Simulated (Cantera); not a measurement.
Input (Python, Cantera) and output of one run.

```python
import numpy as np
import cantera as ct

gas_names = """
    C CO CO2 C2 C2O C3 C3O2 C4 C5 O O2 O3 Si SiC SiC2 SiO SiO2 Si2 Si2C Si3
""".split()
cond_names = """
    C(gr) Si(cr) Si(L) SiC(b) SiO2(Lqz) SiO2(hqz) SiO2(L)
""".split()


# ... load() reads the species with a 1 bar reference pressure and builds the phases ...
atoms = {
    'SiO2': {'Si': 1, 'O': 2},
    'CO': {'C': 1, 'O': 1},
    'C': {'C': 1},
}
top_T = {'C(gr)': 4500, 'SiC(b)': 3050}  # K; cautious upper limits of use, not melting points


# ... equilibrate(T, P, feed) seeds the gas with the atoms and calls Mixture.equilibrate('TP', solver="vcs", rtol=1e-11, max_steps=5000) ...
results = []
feed = {'SiO2': 1, 'CO': 14, 'C': 4.9}  # mol
T = 898  # K
P = 84  # Pa
mix = equilibrate(T, P, feed)
results.append((T, P, feed, dict(zip(mix.species_names, mix.species_moles))))
x = sorted(zip(gas.X, gas.species_names), reverse=True)
print(f"T = {T:g} K  P = {P:g} Pa  gas = {mix.phase_moles(0):.4g} mol")
print("   x: " + "  ".join(f"{s} {v:.3e}" for v, s in x if v > 0.0001))
print("   condensed (mol): " + ("  ".join(f"{mix.phase(i).name} {mix.phase_moles(i):.4g}"
      for i in range(1, mix.n_phases) if mix.phase_moles(i) > 1e-12) or "none"))
```

It prints:

```
T = 898 K  P = 84 Pa  gas = 13.93 mol
   x: CO 9.951e-01  CO2 4.888e-03
   condensed (mol): C(gr) 4.968  SiO2(hqz) 1
```

Equilibrium computed with Cantera from the NASA thermochemical tables; the gas is ideal and each condensed phase is pure.
